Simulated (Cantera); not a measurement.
Standard-state values (1 bar) from the NASA 1993 polynomials, evaluated with Cantera. Values are per mole of reaction as written; species without (g) are pure solids or liquids, kept so even where they would boil at 1 bar. TaC: taken at fixed stoichiometry.

Q: Between 1450 and 2050 K, where is each reaction favourable under standard conditions?
- 4 H(g) + 2 TaC = C₂H₄(g) + 2 Ta

A: 
- 4 H(g) + 2 TaC = C₂H₄(g) + 2 Ta: ΔG° is -121 kJ at 1450 K and 72 kJ at 2050 K; it changes sign between 1750 and 1850 K. ΔH° is -593 kJ and ΔS° -325 J/K at 2050 K.
